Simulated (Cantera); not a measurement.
Feed: 1 mol Si, 0.011 mol N2O, 270 mol N2, held at 1330 Pa.

These are equilibrium values from Cantera (NASA tables, ideal gas, pure condensed phases), not measurements of a reactor. Candidate condensed phases: Si, SiO2, Si2N2O, Si3N4; 16 gas species. Kinetics and transport are ignored.

Over these rows the condensed part is Si3N4(s). Partial pressures as log10 of bar:

```
T (K)  1000/T (1/K)  log p Si  log p N2
-----  ------------  --------  --------
1700         0.5882     -6.79     -1.88
1725         0.5797     -6.48     -1.88
1750         0.5714         ?     -1.88
1775         0.5634     -5.90     -1.88
1800         0.5556     -5.62     -1.88
1825         0.5479     -5.35     -1.88
```

**Question.** Fit log p(Si) = a + b·(1000/T) to the five rows, give the apparent enthalpy, and predict the row at 1750 K.

**Answer.** Means: 1000/T = 0.5670, log p = -6.028. Sxy = -0.039957, Sxx = 0.0011185, so b = -35.72 and a = -6.028 − (-35.72)×0.5670 = 14.22.
Apparent enthalpy: −19.145 × (-35.72) = 684 kJ/mol. With the condensed phases at unit activity, 1/3 Si3N4(s) = Si(g) + 2/3 N2(g) links this pressure to the main gases: over the six rows their terms move log p by +0.00 in all, so the slope is close to that reaction's ΔH°. The five rows lie within 0.01 of the line.
Prediction at 1750 K: 14.22 + (-35.72)×0.5714 = -6.19. The computed value is -6.19, 0.00 from the line.
